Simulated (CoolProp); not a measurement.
Vapour-liquid equilibrium of carbon dioxide (1) + R143a (2) at 245.6 K; x and y are mole fractions of (1).

Model: multi-fluid Helmholtz-energy mixture model, Span 1996 and Lemmon and Jacobsen 2000; pair parameters Bell 2016, in CoolProp.

| x | bubble pressure (kPa) | y at the bubble point | dew pressure at overall composition x (kPa) | liquid density (mol/L) |
|---|---|---|---|---|
| 0.05 | 290.9 | 0.213 | 247.7 | 13.54 |
| 0.15 | 419.0 | 0.498 | 272.6 | 14.23 |
| 0.25 | 563.9 | 0.662 | 303.0 | 14.97 |
| 0.35 | 713.2 | 0.761 | 341.1 | 15.77 |
| 0.45 | 857.9 | 0.825 | 390.2 | 16.66 |
| 0.55 | 993.5 | 0.869 | 456.2 | 17.64 |
| 0.65 | 1120 | 0.903 | 549.8 | 18.74 |
| 0.75 | 1240 | 0.932 | 692.4 | 20.01 |
| 0.85 | 1359 | 0.958 | 930.1 | 21.47 |
| 0.95 | 1483 | 0.985 | 1323 | 23.21 |

No azeotrope shows between x = 0.05 and 0.95.

Pair parameters are fitted to limited data, so mixtures are less certain than the pure fluids. The gap from Raoult's law changes sign with composition, which may be real or a fault of the pair parameters; it wasn't checked against measurements.
